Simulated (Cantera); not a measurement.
What does this Cantera script print?

```python
import numpy as np
import cantera as ct

gas = ct.Solution("gri30.yaml")
gas.TPX = 1425, 100, {'H2': 0.03, 'O2': 1}
reactor = ct.IdealGasConstPressureReactor(gas, energy="off", clone=False)
net = ct.ReactorNet([reactor])
net.rtol, net.atol = 1e-08, 1e-18
show = ['H2', 'O2', 'O', 'OH', 'H', 'H2O2']
times = np.geomspace(4e-05, 20, 15)

steps = ct.SolutionArray(gas, extra=["t"])
rows = []
print(f"{'t/s':>10s}{'T/K':>9s}{'P/Pa':>11s}" + "".join(f"{s:>11s}" for s in show))
for t in times:
    while net.time < t:
        t_next = net.step()
        steps.append(gas.state, t=t_next)
    rows.append([np.interp(t, steps.t, y) for y in (steps.T, steps.P, *steps(*show).X.T)])
    print(f"{t:10.3e}{rows[-1][0]:9.1f}{rows[-1][1]:11.4g}" + "".join(f"{x:11.3e}" for x in rows[-1][2:]))
rate = np.gradient(steps.T, steps.t)
print("integrator steps:", len(steps.t))
if steps.T.max() > steps.T[0] + 200:
    print(f"time of steepest temperature rise: {steps.t[rate.argmax()]:.4e} s")
gas.TPX = 1425, 100, {'H2': 0.03, 'O2': 1}
gas.equilibrate("TP")
print(f"equilibrium (TP): T = {gas.T:.1f} K  " + "  ".join(f"{s} {gas[s].X[0]:.3e}" for s in show))
```

It prints:

```
       t/s      T/K       P/Pa         H2         O2          O         OH          H       H2O2
 4.000e-05   1425.0        100  2.913e-02  9.709e-01  2.135e-10  2.128e-10  2.576e-09  5.284e-14
 1.021e-04   1425.0        100  2.913e-02  9.709e-01  1.282e-09  1.272e-09  5.875e-09  3.446e-13
 2.607e-04   1425.0        100  2.913e-02  9.709e-01  6.917e-09  6.776e-09  1.184e-08  2.230e-12
 6.657e-04   1425.0        100  2.913e-02  9.709e-01  3.213e-08  3.052e-08  2.146e-08  1.435e-11
 1.700e-03   1425.0        100  2.913e-02  9.709e-01  1.475e-07  1.326e-07  5.036e-08  9.063e-11
 4.339e-03   1425.0        100  2.912e-02  9.709e-01  1.197e-06  1.027e-06  3.018e-07  5.457e-10
 1.108e-02   1425.0        100  2.897e-02  9.707e-01  8.850e-05  7.505e-05  2.116e-05  2.784e-09
 2.828e-02   1425.0        100  9.938e-04  9.453e-01  2.177e-02  4.984e-03  2.573e-03  3.139e-09
 7.221e-02   1425.0        100  3.076e-04  9.442e-01  2.368e-02  3.859e-03  2.101e-03  2.150e-09
 1.844e-01   1425.0        100  3.065e-04  9.443e-01  2.358e-02  3.852e-03  2.088e-03  2.148e-09
 4.707e-01   1425.0        100  3.036e-04  9.446e-01  2.333e-02  3.834e-03  2.057e-03  2.143e-09
 1.202e+00   1425.0        100  2.963e-04  9.452e-01  2.272e-02  3.790e-03  1.978e-03  2.130e-09
 3.068e+00   1425.0        100  2.788e-04  9.468e-01  2.126e-02  3.679e-03  1.794e-03  2.097e-09
 7.834e+00   1425.0        100  2.399e-04  9.503e-01  1.807e-02  3.419e-03  1.412e-03  2.011e-09
 2.000e+01   1425.0        100  1.689e-04  9.564e-01  1.245e-02  2.878e-03  8.137e-04  1.798e-09
integrator steps: 639
equilibrium (TP): T = 1425.0 K  H2 6.270e-07  O2 9.703e-01  O 4.350e-05  OH 1.766e-04  H 1.720e-07  H2O2 1.208e-10
```

Model: GRI-Mech 3.0 (53 species, 325 reactions), integrated in Cantera. Radical loss at walls, strong at low pressure, is not modelled.
